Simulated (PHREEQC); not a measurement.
Model water analysis in mg/L, 20 °C, pH 6.11, pe -1:

```csv
constituent,mg/L
Na,0.18
K,0.00278
Ca,0.199
Mg,0.076
Cl,0.0241
S(6) as SO4,0.533
Alkalinity as HCO3,0.734
N(-3) as NH4,0.0101
```

Valence states are taken as typed.

The numbers come from PHREEQC with the ion-association model, phreeqc.dat.

No solid was allowed to form.

### Question
What charge-balance error does the model give?

### Answer
charge-balance error 1.7 %.

### Question
In which forms is C present?

### Answer
CO2 65 %, HCO3- 35 % of the C.

Species that the database lacks are ignored.
